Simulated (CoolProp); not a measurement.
n-hexane at 298.15 K and 0.00622 MPa is throttled through a valve to 0.002 MPa with no heat exchange. Each further row changes one setting.

The numbers come from the reference Helmholtz-energy equation of state, Thol 2019 in CoolProp.

```csv
case,temperature change (K),final density (kg/m³)
as stated,-0.2,…
outlet pressure 0.0006 MPa,…,…
outlet pressure 0.0026 MPa,-0.2,0.0906
```

**Question.** What belongs in the gaps?

**Answer.** 
- as stated, final density (kg/m³): 0.0697
- outlet pressure 0.0006 MPa, temperature change (K): -0.3
- outlet pressure 0.0006 MPa, final density (kg/m³): 0.0209
